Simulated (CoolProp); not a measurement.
n-nonane at several states: density (kg/m³) from the reference equation and from simpler models built on Tc = 321.4 °C, pc = 22.82 bar, ω = 0.443; each cubic takes its own stable root.

Computed with CoolProp (reference Helmholtz-energy equation of state, Lemmon 2006). It is a short technical equation, of lower accuracy than the large ones.

```tsv
T (°C)	p (bar)	phase	reference	van der Waals	Redlich-Kwong	Soave-Redlich-Kwong	Peng-Robinson
59.65	4.47	liquid	686.9	375.7	554.8	582.3	655.3
32.05	57.4	liquid	713.4	397.9	580.8	601.7	675.2
168.25	3.88	liquid	593.0	15.29	467.2	504.0	570.7
-29.55	0.587	liquid	757.1	406.8	606.1	623.7	698.9
99.85	0.115	gas	0.4805	0.4777	0.4786	0.4793	0.4794
262.75	3.85	gas	12.24	11.89	12.07	12.16	12.26
```

At some of these states van der Waals gives the other phase, because its saturation line lies elsewhere.
